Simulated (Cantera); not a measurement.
Input (Python, Cantera) and output of one run.

```python
import numpy as np
import cantera as ct

gas_names = """
    C CH CH2 CH3 CH2OH CH3O CH4 CH3OH CN CO CO2 COOH C2 C2H CHCO,ketyl C2H2,acetylene C2H2,vinylidene
    CH2CO,ketene C2H3,vinyl CH3CN CH3CO,acetyl C2H4 C2H4O,ethylen CH3CHO,ethanal CH3COOH (HCOOH)2 C2H5
    C2H6 CH3OCH3 C2H5OH CCN CNC C2N2 C2O C3 C3H3,propargyl C3H4,allene C3H4,propyne C3H4,cyclo-
    C3H5,allyl C3H6,propylene C3H6,cyclo- C3H6O C3H7,n-propyl C3H7,i-propyl C3H8 C3H8O,1propanol
    C3H8O,2propanol C3O2 C4 C4H2 C4H4,1,3-cyclo- C4H6,butadiene C4H6,2-butyne C4H6,cyclo- C4H8,1-butene
    C4H8,cis2-buten C4H8,tr2-butene C4H8,isobutene C4H8,cyclo- (CH3COOH)2 C4H9,n-butyl C4H9,i-butyl
    C4H9,s-butyl C4H9,t-butyl C4H10,isobutane C4H10,n-butane C4N2 C5 C5H6,1,3cyclo- C5H8,cyclo-
    C5H10,1-pentene C5H10,cyclo- C5H11,pentyl C5H11,t-pentyl C5H12,n-pentane C5H12,i-pentane
    CH3C(CH3)2CH3 C6H2 C6H5,phenyl C6H5O,phenoxy C6H6 C6H5OH,phenol C6H10,cyclo- C6H12,1-hexene
    C6H12,cyclo- C6H13,n-hexyl C7H7,benzyl C7H8 C7H8O,cresol C7H14,1-heptene C7H15,n-heptyl
    C7H16,n-heptane C8H8,styrene C8H10,ethylbenz C8H16,1-octene C8H17,n-octyl C8H18,isooctane
    C8H18,n-octane C9H19,n-nonyl C10H8,naphthale C10H21,n-decyl C12H9,o-bipheny C12H10,bipheny H HCN HCO
    HCCN HNC HNCO HNO HNO2 HNO3 HO2 H2 HCHO,formaldehy HCOOH H2O H2O2 N NCO NH NH2 NH3 NH2OH NO NO2 NO3
    N2 N2H2 N2H4 N2O O OH O2 O3
""".split()
cond_names = """
    C(gr) C6H6(L) C7H8(L) C8H18(L),n-octa H2O(s) H2O(L)
""".split()


def load(file, names, dense=False):
    # The tables refer to 1 bar. Condensed volumes are neglected.
    table = {s.name: s for s in ct.Species.list_from_file(file)}
    out = []
    for n in names:
        d = dict(table[n].input_data)
        d["thermo"] = dict(d["thermo"], **{"reference-pressure": 1e5})
        if dense:
            d["equation-of-state"] = {"model": "constant-volume", "density": "1e6 g/cm^3"}
        out.append(ct.Species.from_dict(d))
    return out


gas = ct.Solution(thermo="ideal-gas", species=load("nasa_gas.yaml", gas_names))
cond = {s.name: ct.Solution(thermo="fixed-stoichiometry", species=[s], name=s.name)
        for s in load("nasa_condensed.yaml", cond_names, dense=True)}
atoms = {
    'acetone': {'C': 3, 'H': 6, 'O': 1},
    'NH3': {'N': 1, 'H': 3},
    'N2': {'N': 2},
}
top_T = {'C(gr)': 4500}  # K; cautious upper limits of use, not melting points


def equilibrate(T, P, feed):
    n = {}
    for name, mol in feed.items():
        for a, k in atoms[name].items():
            n[a] = n.get(a, 0.0) + k * mol
    gas.TPX = T, P, n
    mass = sum(n.values()) * gas.mean_molecular_weight
    gas.equilibrate("TP")
    valid = [c for c in cond.values() if c.min_temp <= T <= top_T.get(c.name, c.max_temp)]
    mix = ct.Mixture([(gas, mass / gas.mean_molecular_weight)] + [(c, 0.0) for c in valid])
    mix.T, mix.P = T, P
    mix.equilibrate("TP", solver="vcs", rtol=1e-11, max_steps=5000)
    return mix


results = []
feed = {'acetone': 1, 'NH3': 0.017, 'N2': 7.1}  # mol
P = 110  # Pa
for T in [573, 648, 723, 798, 873, 948, 1023, 1098, 1173, 1248, 1323, 1398, 1473]:
    mix = equilibrate(T, P, feed)
    results.append((T, P, feed, dict(zip(mix.species_names, mix.species_moles))))

top = {s: max(r[3][s] / sum(r[3][g] for g in gas_names) for r in results) for s in gas_names}
cols = sorted((s for s in top if top[s] > 1e-05), key=lambda s: -top[s])[:6]
seen = [c for c in cond_names if any(r[3].get(c, 0) > 1e-12 for r in results)]
print("log10 of partial pressures in bar; condensed amounts in mol")
print(f"{'T/K':>10s}" + "".join(f"{s[:9]:>10s}" for s in cols + seen))
for T, P, feed, n in results:
    ng = sum(n[g] for g in gas_names)
    print(f"{T:10.4g}" + "".join(f"{np.log10(max(n[s] / ng * P / 1e5, 1e-99)):10.3f}" for s in cols)
          + "".join(f"{n.get(c, 0):10.4g}" for c in seen))
```

Output:

```
log10 of partial pressures in bar; condensed amounts in mol
       T/K        N2        H2        CO       H2O       CO2       CH4     C(gr)
       573    -3.119    -3.609    -5.531    -4.279    -4.590    -4.904     2.615
       648    -3.134    -3.541    -4.592    -4.692    -4.541    -5.645     2.453
       723    -3.148    -3.527    -4.114    -5.330    -5.033    -6.327     2.135
       798    -3.153    -3.525    -4.016    -6.150    -6.010    -6.908     2.016
       873    -3.153    -3.525    -4.007    -6.903    -6.958    -7.397     2.002
       948    -3.153    -3.525    -4.006    -7.544    -7.768    -7.814         2
      1023    -3.153    -3.524    -4.005    -8.093    -8.457    -8.174         2
      1098    -3.153    -3.524    -4.005    -8.566    -9.050    -8.486         2
      1173    -3.153    -3.524    -4.005    -8.980    -9.565    -8.760         2
      1248    -3.153    -3.525    -4.005    -9.343   -10.016    -9.002     1.999
      1323    -3.154    -3.525    -4.005    -9.665   -10.414    -9.217     1.999
      1398    -3.154    -3.525    -4.005    -9.952   -10.767    -9.409     1.998
      1473    -3.154    -3.525    -4.005   -10.209   -11.083    -9.582     1.996
```

Method: chemical equilibrium by Gibbs-energy minimisation in Cantera with the NASA 1993 tables (ideal gas, pure condensed phases). The feed counts by its element totals alone.
